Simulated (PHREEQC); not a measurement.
A made-up water analysis in mg/L, 25 °C, pH 6, pe 10.3: Na 6.95; K 4.14; Ca 11.2; Mg 0.127; Cl 10.8; S(6) as SO4 23.1; Alkalinity as HCO3 11.4; Si as SiO2 0.00601; Li 0.0057.

Cl is adjusted to close the charge balance.
Valence states are taken as typed.

Computed with PHREEQC (ion-association model, phreeqc.dat).

| quantity | before | after |
|---|---|---|
| CO2 (mol/kgw) | 0.000404 | 0.000810 |
| Ca+2 (mol/kgw) | 0.000271 | 0.000271 |
| SO4-2 (mol/kgw) | 0.000232 | 0.000232 |
| HCO3- (mol/kgw) | 0.000187 | 0.000188 |
| CaSO4 (mol/kgw) | 7.96e-6 | 7.96e-6 |
| Mg+2 (mol/kgw) | 5.02e-6 | 5.02e-6 |
| SI of Gypsum (CaSO4:2H2O) | -2.77 | -2.77 |
| SI of Quartz (SiO2) | -3.02 | -3.02 |

Problem. Name the change that produced these shifts.
A. pH from 6 to 5.7 at the same alkalinity
B. all concentrations times 3 at the same typed pH
C. Alkalinity from 11.4 to 5.7 mg/L
D. temperature from 25 to 15 °C at the same typed pH
E. pH from 6 to 6.3 at the same alkalinity

Solution. A, pH from 6 to 5.7 at the same alkalinity

No solid was allowed to form.
